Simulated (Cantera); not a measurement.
# Ignition delay

Mixture: 4.61 % CH3OH, 16.5 % O2, 61.8 % N2, 17.1 % H2O, equivalence ratio 0.42, at 2800000 Pa, adiabatic and at constant pressure. Ignition delay is the time to a rise of 400 K.

Cantera simulation using GRI-Mech 3.0 (53 species, 325 reactions); the numbers are that mechanism's predictions, not measurements. GRI-Mech 3.0 was tuned for natural gas; its chemistry of methanol as a main component is partial and can be far from experiment. The pressure lies above the range GRI-Mech 3.0 was tuned for (to about 10 atm).

```csv
T0 (K),delay (ms)
1098,5.25
1173,1.24
1248,0.346
1323,0.113
1398,0.0428
1473,0.0185
```

| Property | Value |
|---|---|
| apparent activation energy between 1323 and 1473 K | 200 kJ/mol |
